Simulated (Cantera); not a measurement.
**Thermodynamics of silicon carbide growth, feed (CH₃)₂SiCl₂ + HCl + H₂**

A closed system holds: 1 mol (CH₃)₂SiCl₂, 0.024 mol HCl, 2.8 mol H₂, at 93.0 mbar.

Cantera equilibrium calculation (NASA polynomials, part measured and part estimated; ideal gas, pure solids and liquids). Candidate condensed phases: C, C₆H₆, C₇H₈, C₈H₁₈, Si, SiC; 109 gas species. The feed counts by its element totals alone. The tables' values for SiCl, SiCl₃ are old estimates; treat these amounts as uncertain. Gases not in the tables: Si₂H₆ and higher silanes. The numbers say what is thermodynamically allowed, not how fast it happens.

```json
[
 {"T (K)": "2223", "log p H₂": "-1.18", "log p HCl": "-1.64", "log p H": "-2.78", "log p Si": "-4.28", "log p SiCl₂": "-2.75", "log p Cl": "-3.38", "log p SiC₂": "-5.26", "log p C₂H₂ (acetylene)": "-3.72", "n C(graphite)": "1.11", "n SiC(s)": "0.857"},
 {"T (K)": "2273", "log p H₂": "-1.19", "log p HCl": "-1.64", "log p H": "-2.67", "log p Si": "-4.01", "log p SiCl₂": "-2.72", "log p Cl": "-3.27", "log p SiC₂": "-4.91", "log p C₂H₂ (acetylene)": "-3.61", "n C(graphite)": "1.12", "n SiC(s)": "0.842"},
 {"T (K)": "2323", "log p H₂": "-1.19", "log p HCl": "-1.65", "log p H": "-2.56", "log p Si": "-3.76", "log p SiCl₂": "-2.70", "log p Cl": "-3.17", "log p SiC₂": "-4.58", "log p C₂H₂ (acetylene)": "-3.50", "n C(graphite)": "1.13", "n SiC(s)": "0.822"},
 {"T (K)": "2373", "log p H₂": "-1.19", "log p HCl": "-1.67", "log p H": "-2.45", "log p Si": "-3.52", "log p SiCl₂": "-2.68", "log p Cl": "-3.07", "log p SiC₂": "-4.27", "log p C₂H₂ (acetylene)": "-3.41", "n C(graphite)": "1.13", "n SiC(s)": "0.794"},
 {"T (K)": "2423", "log p H₂": "-1.20", "log p HCl": "-1.68", "log p H": "-2.35", "log p Si": "-3.28", "log p SiCl₂": "-2.67", "log p Cl": "-2.98", "log p SiC₂": "-3.97", "log p C₂H₂ (acetylene)": "-3.31", "n C(graphite)": "1.15", "n SiC(s)": "0.755"},
 {"T (K)": "2473", "log p H₂": "-1.21", "log p HCl": "-1.70", "log p H": "-2.26", "log p Si": "-3.06", "log p SiCl₂": "-2.65", "log p Cl": "-2.89", "log p SiC₂": "-3.68", "log p C₂H₂ (acetylene)": "-3.23", "n C(graphite)": "1.17", "n SiC(s)": "0.695"},
 {"T (K)": "2523", "log p H₂": "-1.22", "log p HCl": "-1.72", "log p H": "-2.17", "log p Si": "-2.85", "log p SiCl₂": "-2.65", "log p Cl": "-2.81", "log p SiC₂": "-3.40", "log p C₂H₂ (acetylene)": "-3.15", "n C(graphite)": "1.21", "n SiC(s)": "0.600"},
 {"T (K)": "2573", "log p H₂": "-1.24", "log p HCl": "-1.74", "log p H": "-2.08", "log p Si": "-2.64", "log p SiCl₂": "-2.65", "log p Cl": "-2.74", "log p SiC₂": "-3.14", "log p C₂H₂ (acetylene)": "-3.08", "n C(graphite)": "1.26", "n SiC(s)": "0.447"},
 {"T (K)": "2623", "log p H₂": "-1.26", "log p HCl": "-1.78", "log p H": "-2.01", "log p Si": "-2.44", "log p SiCl₂": "-2.66", "log p Cl": "-2.68", "log p SiC₂": "-2.88", "log p C₂H₂ (acetylene)": "-3.02", "n C(graphite)": "1.36", "n SiC(s)": "0.196"}
]
```
log p: log10 of the partial pressure in bar; n: condensed amount in mol.

From 2223 K to 2623 K the condensed part is C(graphite) + SiC(s). The main Si-bearing gas is SiCl₂ at 2223 K and Si at 2623 K. The share of Si in condensed phases is highest at 2223 K (85.7 %) and lowest at 2623 K (19.6 %).
